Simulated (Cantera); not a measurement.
Input: 1 mol (CH3)2SiCl2, 0.0093 mol C2H4, 220 mol H2, equilibrated at 2273 K and 0.00133 bar.

Equilibrium computed with Cantera from the NASA thermochemical tables; the gas is ideal and each condensed phase is pure. The feed counts by its element totals alone. Rates play no part.

```csv
species,before,after
H2,0.782,0.983
HCl,0.00671,0.00883
H,0.203,0.00786
Si,0.00347,3.53e-5
C2H,3.23e-5,8.81e-9
SiC2,0.000436,4.44e-7
Si2C,1.23e-5,3.28e-7
SiH,4.32e-5,1.57e-6
Cl,0.00126,5.42e-5
C2H2 (acetylene),0.00295,0.000140
"C(graphite), mol",0.290,0.965
"SiC(s), mol",0,0.990
```
Gas species are given as mole fractions.

**Question.** Name the change that produced these shifts.
(A) temperature from 2273 K to 1225 K
(B) temperature from 2273 K to 1775 K
(C) pressure from 0.00133 bar to 0.0100 bar
(D) (CH3)2SiCl2 replaced by SiH2Cl2

**Answer.** B, temperature from 2273 K to 1775 K
